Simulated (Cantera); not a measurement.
A closed system holds: 1 mol Fe, 0.78 mol O₂, 160 mol H₂, held at 1373 K and 110 Pa.

Method: chemical equilibrium by Gibbs-energy minimisation in Cantera with the NASA 1993 tables (ideal gas, pure condensed phases). Candidate condensed phases: Fe, FeO, Fe(OH)₂, Fe(OH)₃, Fe₂O₃, Fe₃O₄, H₂O; 12 gas species. Equilibrium is a limit: real reactors are often held back by kinetics, nucleation or transport.

Base state: H₂ 0.990, H₂O 0.00975, H 9.99e-5 (mole fractions); condensed: Fe(γ).

Task: What changes in the equilibrium state with this change: O₂ from 0.78 to 0.0046 mol?

Result: 
```csv
species,before,after
H₂,0.990,1.000
H,9.99e-5,0.000100
H₂O,0.00975,5.75e-5
"Fe(γ), mol",0.999,0.999
```

Task: What changes in the equilibrium state with this change: O₂ from 0.78 to 0.11 mol?

Result: 
| species | before | after |
|---|---|---|
| H₂ | 0.990 | 0.999 |
| H₂O | 0.00975 | 0.00137 |
| H | 9.99e-5 | 0.000100 |
| Fe(γ), mol | 0.999 | 0.999 |
